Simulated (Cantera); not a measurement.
N2O furnace oxynitridation

An isothermal, constant-pressure homogeneous reactor starts with 100 % N₂O, at 1050 K and 0.0128 atm.

Cantera simulation using GRI-Mech 3.0 (53 species, 325 reactions); the numbers are that mechanism's predictions, not measurements. GRI-Mech 3.0 was tuned for natural gas; its chemistry of N2O as a main component is partial and can be far from experiment. Radical loss at walls, strong at low pressure, is not modelled. The mechanism lacks the step 2 NO + O2 → 2 NO2, which can matter for NO2 below about 1400 K. The temperature is held fixed by assumption; the heat of reaction is taken as removed at once.

```json
[
 {"t (s)": "0.000300", "x N₂O": "1.00", "x N₂": "5.34e-8", "x NO₂": "<1e-12", "x NO": "8.08e-10", "x O₂": "7.22e-9", "x O": "3.86e-8"},
 {"t (s)": "0.00133", "x N₂O": "1.000", "x N₂": "3.04e-7", "x NO₂": "<1e-12", "x NO": "1.11e-8", "x O₂": "9.90e-8", "x O": "1.00e-7"},
 {"t (s)": "0.00591", "x N₂O": "1.000", "x N₂": "1.65e-6", "x NO₂": "<1e-12", "x NO": "8.33e-8", "x O₂": "7.44e-7", "x O": "1.24e-7"},
 {"t (s)": "0.0262", "x N₂O": "1.000", "x N₂": "7.74e-6", "x NO₂": "<1e-12", "x NO": "4.15e-7", "x O₂": "3.71e-6", "x O": "1.24e-7"},
 {"t (s)": "0.116", "x N₂O": "1.000", "x N₂": "3.48e-5", "x NO₂": "1.76e-12", "x NO": "1.89e-6", "x O₂": "1.68e-5", "x O": "1.24e-7"},
 {"t (s)": "0.516", "x N₂O": "1.000", "x N₂": "0.000155", "x NO₂": "3.44e-11", "x NO": "8.41e-6", "x O₂": "7.52e-5", "x O": "1.24e-7"},
 {"t (s)": "2.29", "x N₂O": "0.999", "x N₂": "0.000686", "x NO₂": "6.47e-10", "x NO": "3.73e-5", "x O₂": "0.000334", "x O": "1.24e-7"},
 {"t (s)": "10.2", "x N₂O": "0.995", "x N₂": "0.00304", "x NO₂": "1.05e-8", "x NO": "0.000165", "x O₂": "0.00148", "x O": "1.24e-7"},
 {"t (s)": "45.1", "x N₂O": "0.979", "x N₂": "0.0133", "x NO₂": "1.07e-7", "x NO": "0.000726", "x O₂": "0.00649", "x O": "1.24e-7"},
 {"t (s)": "200", "x N₂O": "0.913", "x N₂": "0.0565", "x NO₂": "6.06e-7", "x NO": "0.00307", "x O₂": "0.0275", "x O": "1.24e-7"}
]
```
x: mole fraction; the columns are a selection and need not sum to one.

Equilibrium at this temperature and pressure: N₂O 5.06e-10, N₂ 0.667, NO₂ 3.40e-7, NO 6.15e-5, O₂ 0.333, O 3.41e-9 (gas phase only).
